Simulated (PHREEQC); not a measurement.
Solution (25 °C): 0.071 mol/kgw Cu(BF4)2, 0.026 mol/kgw HCl and 0.062 mol/kgw H3BO3. Closed to the air; pH follows from the charge balance.

Model: ion-association model, wateq4f.dat, run in PHREEQC.

This is a speciation only: nothing precipitates in the calculation.

Question: Order these B species by the share of B that they hold, largest first: BF2(OH)2-, H3BO3, BF3OH-, BF4-.

Answer: BF4- (65 %), H3BO3 (29 %), BF3OH- (4.5 %), BF2(OH)2- (1.1 %)

The pH is 1.65 and the ionic strength 0.238 mol/kgw. Species that the database lacks are ignored. Real BF4- forms and hydrolyses slowly; the run takes it at equilibrium.
